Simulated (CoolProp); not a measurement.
Properties of dimethyl carbonate along the isobar 18.7 MPa.

Model: reference Helmholtz-energy equation of state, Zhou 2011, in CoolProp.

```
T (K)          phase  cv (kJ/(kg K))  Joule-Thomson coefficient (K/MPa)  expansivity (1/kK)  fugacity coefficient
-----  -------------  --------------  ---------------------------------  ------------------  --------------------
504           liquid           1.705                           -0.01844               1.917                0.1491
510.4         liquid           1.716                           0.004419               1.975                0.1611
516.8         liquid           1.728                            0.02926               2.038                0.1736
523.2         liquid           1.739                            0.05633               2.105                0.1866
529.6         liquid           1.750                            0.08588               2.179                0.1999
536           liquid           1.761                             0.1182               2.260                0.2137
542.4         liquid           1.772                             0.1537               2.348                0.2279
548.8         liquid           1.783                             0.1925               2.444                0.2424
555.2         liquid           1.794                             0.2351               2.548                0.2572
561.6  supercritical           1.804                             0.2818               2.660                0.2722
568    supercritical           1.815                             0.3329               2.781                0.2876
574.4  supercritical           1.825                             0.3885               2.911                0.3031
580.8  supercritical           1.835                             0.4487               3.047                0.3188
587.2  supercritical           1.845                             0.5134               3.189                0.3346
593.6  supercritical           1.855                             0.5822               3.334                0.3506
600    supercritical           1.865                             0.6546               3.479                0.3665
```
